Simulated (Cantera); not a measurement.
Feed: 1 mol Mg(OH)₂, 0.25 mol H₂, 13 mol O₂, equilibrated at 1.00 bar.

These are equilibrium values from Cantera (NASA tables, ideal gas, pure condensed phases), not measurements of a reactor. Candidate condensed phases: H₂O, Mg, MgO, Mg(OH)₂; 15 gas species. The numbers say what is thermodynamically allowed, not how fast it happens.

x: gas mole fraction; n: condensed amount in mol.

```
T (K)   x O₂   x H₂O      x OH       x O      x H₂     x H  n MgO(s)
-----  -----  ------  --------  --------  --------  ------  --------
1123   0.912  0.0885   1.33e-6   4.20e-9  2.13e-10  <1e-12      1.00
1223   0.912  0.0885   5.52e-6   3.86e-8   1.88e-9     [?]      1.00
1323   0.911  0.0885   1.85e-5   2.54e-7   1.20e-8     [?]      1.00
1423   0.911  0.0885   5.24e-5   1.29e-6   5.92e-8     [?]      1.00
1523   0.911  0.0884  0.000129   5.27e-6   2.37e-7     [?]      1.00
1623   0.911  0.0883  0.000286   1.82e-5   8.02e-7     [?]     1.000
1723   0.911  0.0882  0.000575   5.43e-5   2.35e-6     [?]     1.000
1823   0.911  0.0879   0.00107  0.000144   6.13e-6     [?]     1.000
1923   0.910  0.0875   0.00187  0.000345   1.44e-5     [?]     1.000
2023   0.909  0.0868   0.00307  0.000760   3.12e-5     [?]     1.000
2123   0.908  0.0858   0.00482   0.00155   6.24e-5     [?]     1.000
2223   0.905  0.0844   0.00723   0.00297  0.000117     [?]     1.000
```

**Question.** Fill in the missing entries.

**Answer.** 
- 1223, x H: 1.30e-11
- 1323, x H: 1.74e-10
- 1423, x H: 1.62e-9
- 1523, x H: 1.13e-8
- 1623, x H: 6.19e-8
- 1723, x H: 2.80e-7
- 1823, x H: 1.07e-6
- 1923, x H: 3.58e-6
- 2023, x H: 1.06e-5
- 2123, x H: 2.83e-5
- 2223, x H: 6.92e-5
